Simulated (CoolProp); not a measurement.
A single-stage vapour-compression cycle with the fluid: evaporating at 232.15 K (dew point), condensing at 300.15 K (bubble point), superheat 2 K, subcooling 5 K, compressor efficiency 0.9, no pressure losses. The same conditions are run with several fluids, on thermodynamics alone (safety and materials aside).

Model: reference Helmholtz-energy equation of state of each fluid (CH3F (R41): Lemmon 2006; carbonyl sulfide: Lemmon 2006; propane: Lemmon 2009; R507A: Lemmon 2003; R125: Lemmon 2005), in CoolProp. Blends and air are pseudo-pure fits.

| fluid | cooling COP | pressure ratio | discharge temperature (K) | refrigerating effect (kJ/kg) | volumetric capacity (kJ/m³) |
|---|---|---|---|---|---|
| CH3F (R41) | 2.00 | 7.25 | 378.5 | 274 | 3000 |
| carbonyl sulfide | 2.38 | 8.85 | 381.5 | 224 | 1090 |
| propane | 2.31 | 9.41 | 322.7 | 273 | 684 |
| R507A | 2.12 | 10.2 | 316.6 | 109 | 779 |
| R125 | 2.02 | 10.2 | 310.3 | 84.2 | 777 |
